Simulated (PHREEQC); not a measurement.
Solution (20 °C): 1 mol LiCl and 0.011 mol H3BO3 per kg of water. It is in equilibrium with CO2 at log p = -3.4 (atm). Otherwise closed; pH follows from the charge balance.

Model: Pitzer model, pitzer.dat, run in PHREEQC.

| quantity | before | after |
|---|---|---|
| pH | 5.19 | 5.44 |
| ionic strength (mol/kgw) | 1.00 | 3.62e-6 |
| CO2 (mol/kgw) | 1.57e-5 | 1.56e-5 |
| HCO3- (mol/kgw) | 2.53e-6 | 1.84e-6 |
| CO3-2 (mol/kgw) | 2.80e-10 | 2.11e-11 |

Problem. What was changed between the two runs?
A. H3BO3 left out
B. LiCl from 1 to 5 mol/kgw
C. temperature from 20 to 30 °C
D. diluted 10-fold with water
E. LiCl left out

Solution. E, LiCl left out

This is a speciation only: nothing precipitates in the calculation.
